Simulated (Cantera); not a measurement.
Cantera run:

```python
import numpy as np
import cantera as ct

gas_names = """
    B BH BH2 BH3 BN BO BO2 B2 B2O B2O2 B2O3 B3O3H3 H HBO HBO2 HNO HNO2 HNO3 HO2 H2 H2O H2O2 H3B3O6 N NH
    NH2 NH3 NH2OH NO NO2 NO3 N2 N2H2 N2H4 N2O O OH O2 O3
""".split()
cond_names = """
    B(b) B(L) BN(s) B2O3(L) B3O3H3(cr) H2O(s) H2O(L)
""".split()


# ... load() reads the species with a 1 bar reference pressure and builds the phases ...
atoms = {
    'borazine': {'B': 3, 'N': 3, 'H': 6},
    'H2': {'H': 2},
    'O2': {'O': 2},
}
top_T = {'BN(s)': 3200}  # K; cautious upper limits of use, not melting points


# ... equilibrate(T, P, feed) seeds the gas with the atoms and calls Mixture.equilibrate('TP', solver="vcs", rtol=1e-11, max_steps=5000) ...
results = []
T = 775  # K
P = 1333.22  # Pa
for m in [1.1, 1.3, 1.6, 1.9, 2.3, 2.8, 3.4, 4.2, 5, 6.1, 7.4]:
    feed = {'borazine': 1, 'H2': 11, 'O2': m}  # mol
    mix = equilibrate(T, P, feed)
    results.append((T, P, feed, dict(zip(mix.species_names, mix.species_moles))))
    x = sorted(zip(gas.X, gas.species_names), reverse=True)
    print(f"T = {T:g} K  P = {P:g} Pa  n(O2) = {m:g} mol  gas = {mix.phase_moles(0):.4g} mol")
    print("   x: " + "  ".join(f"{s} {v:.3e}" for v, s in x if v > 1e-06))
    print("   condensed (mol): " + ("  ".join(f"{mix.phase(i).name} {mix.phase_moles(i):.4g}"
          for i in range(1, mix.n_phases) if mix.phase_moles(i) > 1e-12) or "none"))
```

Result:

```
T = 775 K  P = 1333.22 Pa  n(O2) = 1.1 mol  gas = 14.73 mol
   x: H2 9.496e-01  N2 4.950e-02  H2O 8.357e-04  NH3 1.064e-05
   condensed (mol): BN(s) 1.542  B2O3(L) 0.7292
T = 775 K  P = 1333.22 Pa  n(O2) = 1.3 mol  gas = 14.86 mol
   x: H2 9.411e-01  N2 5.802e-02  H2O 8.732e-04  NH3 1.137e-05
   condensed (mol): BN(s) 1.275  B2O3(L) 0.8623
T = 775 K  P = 1333.22 Pa  n(O2) = 1.6 mol  gas = 15.06 mol
   x: H2 9.286e-01  N2 7.051e-02  H2O 9.194e-04  NH3 1.228e-05
   condensed (mol): BN(s) 0.8759  B2O3(L) 1.062
T = 775 K  P = 1333.22 Pa  n(O2) = 1.9 mol  gas = 15.26 mol
   x: H2 9.164e-01  N2 8.267e-02  H2O 9.568e-04  NH3 1.304e-05
   condensed (mol): BN(s) 0.4764  B2O3(L) 1.262
T = 775 K  P = 1333.22 Pa  n(O2) = 2.3 mol  gas = 15.5 mol
   x: H2 8.968e-01  N2 9.677e-02  H2O 6.442e-03  NH3 1.365e-05  H3B3O6 6.656e-06
   condensed (mol): B2O3(L) 1.5
T = 775 K  P = 1333.22 Pa  n(O2) = 2.8 mol  gas = 15.5 mol
   x: H2 8.324e-01  N2 9.678e-02  H2O 7.061e-02  H3B3O6 2.416e-04  NH3 1.221e-05
   condensed (mol): B2O3(L) 1.494
T = 775 K  P = 1333.22 Pa  n(O2) = 3.4 mol  gas = 15.49 mol
   x: H2 7.551e-01  H2O 1.474e-01  N2 9.681e-02  H3B3O6 7.282e-04  NH3 1.055e-05
   condensed (mol): B2O3(L) 1.483
T = 775 K  P = 1333.22 Pa  n(O2) = 4.2 mol  gas = 15.49 mol
   x: H2 6.521e-01  H2O 2.494e-01  N2 9.685e-02  H3B3O6 1.604e-03  NH3 8.471e-06
   condensed (mol): B2O3(L) 1.463
T = 775 K  P = 1333.22 Pa  n(O2) = 5 mol  gas = 15.48 mol
   x: H2 5.491e-01  H2O 3.513e-01  N2 9.690e-02  H3B3O6 2.681e-03  NH3 6.547e-06
   condensed (mol): B2O3(L) 1.438
T = 775 K  P = 1333.22 Pa  n(O2) = 6.1 mol  gas = 15.47 mol
   x: H2O 4.912e-01  H2 4.073e-01  N2 9.699e-02  H3B3O6 4.432e-03  NH3 4.185e-06
   condensed (mol): B2O3(L) 1.397
T = 775 K  P = 1333.22 Pa  n(O2) = 7.4 mol  gas = 15.45 mol
   x: H2O 6.565e-01  H2 2.395e-01  N2 9.710e-02  H3B3O6 6.848e-03  NH3 1.888e-06
   condensed (mol): B2O3(L) 1.341
```

Method: chemical equilibrium by Gibbs-energy minimisation in Cantera with the NASA 1993 tables (ideal gas, pure condensed phases). The feed counts by its element totals alone. Gases not in the tables: H3BO3.
